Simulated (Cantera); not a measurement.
What does this Cantera script print?

```python
import numpy as np
import cantera as ct

gas = ct.Solution("gri30.yaml")
gas.TPX = 1400, 100000, {'CH2O': 0.0024, 'O2': 0.012, 'N2': 1}
reactor = ct.IdealGasConstPressureReactor(gas, energy="off", clone=False)
net = ct.ReactorNet([reactor])
net.rtol, net.atol = 1e-08, 1e-18
show = ['CH2O', 'O2', 'CH3', 'CH2CO', 'N2O', 'HO2', 'CO']
times = np.geomspace(0.0003, 3, 12)

steps = ct.SolutionArray(gas, extra=["t"])
rows = []
print(f"{'t/s':>10s}{'T/K':>9s}{'P/Pa':>11s}" + "".join(f"{s:>11s}" for s in show))
for t in times:
    while net.time < t:
        t_next = net.step()
        steps.append(gas.state, t=t_next)
    rows.append([np.interp(t, steps.t, y) for y in (steps.T, steps.P, *steps(*show).X.T)])
    print(f"{t:10.3e}{rows[-1][0]:9.1f}{rows[-1][1]:11.4g}" + "".join(f"{x:11.3e}" for x in rows[-1][2:]))
rate = np.gradient(steps.T, steps.t)
print("integrator steps:", len(steps.t))
if steps.T.max() > steps.T[0] + 200:
    print(f"time of steepest temperature rise: {steps.t[rate.argmax()]:.4e} s")
gas.TPX = 1400, 100000, {'CH2O': 0.0024, 'O2': 0.012, 'N2': 1}
gas.equilibrate("TP")
print(f"equilibrium (TP): T = {gas.T:.1f} K  " + "  ".join(f"{s} {gas[s].X[0]:.3e}" for s in show))
```

Result:

```
       t/s      T/K       P/Pa       CH2O         O2        CH3      CH2CO        N2O        HO2         CO
 3.000e-04   1400.0      1e+05  2.173e-03  1.176e-02  1.567e-10  1.336e-12  6.898e-10  3.757e-05  1.923e-04
 6.930e-04   1400.0      1e+05  1.417e-04  1.113e-02  4.349e-10  2.892e-11  8.210e-09  2.265e-05  2.179e-03
 1.601e-03   1400.0      1e+05  9.709e-13  9.998e-03  1.497e-17  1.115e-19  2.967e-07  1.633e-06  1.531e-03
 3.699e-03   1400.0      1e+05  1.491e-13  9.699e-03 -3.068e-20  7.982e-22  5.434e-07  1.292e-06  7.267e-04
 8.544e-03   1400.0      1e+05  8.101e-15  9.536e-03  1.815e-19 -4.067e-23  7.191e-07  7.822e-07  2.491e-04
 1.974e-02   1400.0      1e+05  2.492e-16  9.477e-03  5.936e-19 -4.344e-22  8.391e-07  3.286e-07  6.557e-05
 4.560e-02   1400.0      1e+05  2.051e-18  9.463e-03  6.468e-18  2.972e-22  8.235e-07  9.770e-08  1.375e-05
 1.053e-01   1400.0      1e+05 -3.936e-18  9.461e-03  5.817e-18 -2.388e-23  6.081e-07  2.402e-08  2.353e-06
 2.433e-01   1400.0      1e+05  2.301e-19  9.462e-03 -2.442e-19 -3.029e-24  2.625e-07  6.331e-09  3.467e-07
 5.621e-01   1400.0      1e+05  4.529e-19  9.463e-03 -7.299e-19 -3.843e-25  4.885e-08  2.321e-09  6.449e-08
 1.299e+00   1400.0      1e+05 -1.309e-20  9.463e-03  1.544e-20  1.173e-27  1.415e-08  1.456e-09  2.770e-08
 3.000e+00   1400.0      1e+05  1.247e-22  9.463e-03  2.843e-24  2.773e-32  1.229e-08  1.360e-09  2.405e-08
integrator steps: 1789
equilibrium (TP): T = 1400.0 K  CH2O 1.212e-22  O2 9.377e-03  CH3 2.040e-34  CH2CO 3.793e-39  N2O 1.222e-08  HO2 1.350e-09  CO 2.412e-08
```

Detailed kinetics in Cantera: GRI-Mech 3.0 (53 species, 325 reactions).
